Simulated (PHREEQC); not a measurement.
# Leach liquor: an equilibrium model

Solution (25 °C): 0.22 mol/kgw H2SO4, 0.078 mol/kgw Al2(SO4)3 and 0.00054 mol/kgw Fe2(SO4)3. Closed to the air; pH follows from the charge balance.

The numbers come from PHREEQC with the ion-association model, wateq4f.dat.

No solid was allowed to form.

Task: What pH, activity of water does the model give?

Result: pH 0.81; activity of water 0.989.

Task: In which forms is S present?

Result: HSO4- 52 %, AlSO4+ 22 %, Al(SO4)2- 14 %, SO4-2 11 %, AlHSO4+2 0.7 % of the S.
